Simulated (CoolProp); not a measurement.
Saturation properties of R1224YDZ (Tc = 155.5 °C, pc = 3334 kPa, ω = 0.325).

Values from CoolProp's reference Helmholtz-energy equation of state, Akasaka 2023.

```tsv
T (°C)	p (kPa)	enthalpy of vaporisation (kJ/kg)	liquid cp (kJ/(kg K))	vapour Z
3.45	63.87	174.8	1.108	0.9632
8.55	78.95	172.4	1.117	0.9580
13.65	96.71	170.0	1.127	0.9523
18.85	117.9	167.5	1.137	0.9459
23.95	142.1	165.0	1.147	0.9390
29.15	170.5	162.4	1.158	0.9314
34.25	202.4	159.8	1.169	0.9234
39.35	238.8	157.1	1.181	0.9147
```

It boils at 14.9 °C under 1 atm.
